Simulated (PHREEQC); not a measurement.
H2SO4 is added in steps, without added water, to 1 kg of water holding 2 mmol/kgw NaHSO4, 0.041 mmol/kgw Na2SO4 and 2.2 mmol/kgw LiCl, at 25 °C. Oxygen alone is held at its pressure in air (log pO2 = -0.68). CO2 from the air is kept out. The run lets Halite, Mirabilite precipitate or redissolve, and no other solid.

Base run: PHREEQC, ion-association model, wateq4f.dat. Each further column changes one thing. The table gives HSO4- (mol/kgw).

```csv
H2SO4 added (mol),base,LiCl from 0.0022 to 0.00022 mol/kgw,temperature from 25 to 90 °C,Na2SO4 from 4.1e-05 to 8.2e-05 mol/kgw,no solid may form
0,0.000218,0.000227,0.000660,0.000222,0.000218
0.000495,0.000373,0.000385,0.00103,0.000378,0.000373
0.00099,0.000550,0.000566,0.00142,0.000556,0.000550
0.001485,0.000746,0.000766,0.00182,0.000753,0.000746
0.00198,0.000959,0.000982,0.00224,0.000966,0.000959
0.002475,0.00119,0.00121,0.00266,0.00119,0.00119
0.00297,0.00142,0.00145,0.00308,0.00143,0.00142
0.00363,0.00176,0.00179,0.00366,0.00177,0.00176
0.004125,0.00202,0.00206,0.00410,0.00203,0.00202
0.00462,0.00229,0.00233,0.00454,0.00230,0.00229
0.005115,0.00257,0.00261,0.00498,0.00258,0.00257
0.00561,0.00286,0.00290,0.00543,0.00287,0.00286
0.006105,0.00315,0.00319,0.00587,0.00316,0.00315
0.0066,0.00345,0.00349,0.00633,0.00346,0.00345
```

 At this temperature some constants are extrapolated from 25 °C, and those without enthalpy data are left unchanged.
